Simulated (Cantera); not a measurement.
Gas-phase reforming

An isothermal, constant-pressure homogeneous reactor starts with CH₄ : H₂O : H₂ = 1 : 0.94 : 0.19 (molar parts), at 1275 K and 0.987 atm.

Detailed kinetics in Cantera: GRI-Mech 3.0 (53 species, 325 reactions).

```
t (s)     x CH₄  x H₂O    x H₂    x C₂H₂      x H     x HCO
--------  -----  -----  ------  --------  -------  --------
0.000200  0.469  0.441  0.0892    <1e-12  6.23e-9    <1e-12
0.000986  0.469  0.441  0.0892    <1e-12  2.65e-8    <1e-12
0.00486   0.469  0.441  0.0892  1.27e-10  4.92e-8    <1e-12
0.0240    0.469  0.441  0.0892   9.91e-9  5.36e-8    <1e-12
0.118     0.469  0.441  0.0894   9.27e-7  6.71e-8    <1e-12
0.584     0.467  0.441  0.0907   7.68e-5  8.07e-8    <1e-12
2.88      0.458  0.439  0.0985   0.00174  8.84e-8    <1e-12
14.2      0.418  0.428   0.135    0.0111  1.25e-7    <1e-12
70.0      0.319  0.398   0.226    0.0276  3.10e-7  4.65e-12
```
x: mole fraction; the columns are a selection and need not sum to one.

Equilibrium at this temperature and pressure: CH₄ 0.0157, H₂O 0.000659, H₂ 0.750, C₂H₂ 2.70e-6, H 6.42e-7, HCO 6.93e-10 (gas phase only).
